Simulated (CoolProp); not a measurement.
Vapour-liquid equilibrium of C3F8 (R218) (1) + R134a (2) at 276.6 K; x and y are mole fractions of (1).

Computed with CoolProp (multi-fluid Helmholtz-energy mixture model, Lemmon 2006 and Tillner-Roth 1994; pair parameters Bell 2016).

```
x     bubble pressure, mixture model (bar)  bubble pressure, Raoult's law (bar)  y, mixture model  y, Raoult's law
----  ------------------------------------  -----------------------------------  ----------------  ---------------
0.05                            (withheld)                                3.378             0.162            0.069
0.15                                 4.529                                3.510             0.338            0.198
0.25                                 4.948                                3.641        (withheld)            0.318
0.35                                 5.202                                3.773             0.497            0.429
0.45                                 5.355                                3.905             0.547            0.533
0.55                            (withheld)                                4.036             0.593            0.631
0.65                                 5.462                                4.168             0.643            0.722
0.75                                 5.410                                4.300             0.703            0.807
0.85                                 5.245                                4.432             0.784            0.888
0.95                                 4.902                                4.563             0.908            0.964
```

**Question.** Fill in the missing entries.

**Answer.** 
- 0.05, bubble pressure, mixture model (bar): 3.827
- 0.25, y, mixture model: 0.433
- 0.55, bubble pressure, mixture model (bar): 5.439

The largest gap from Raoult's law is +37.9 % in bubble pressure, at x = 0.35. y crosses x between x = 0.55 and 0.65: the model has an azeotrope there.

Pair parameters are fitted to limited data, so mixtures are less certain than the pure fluids.
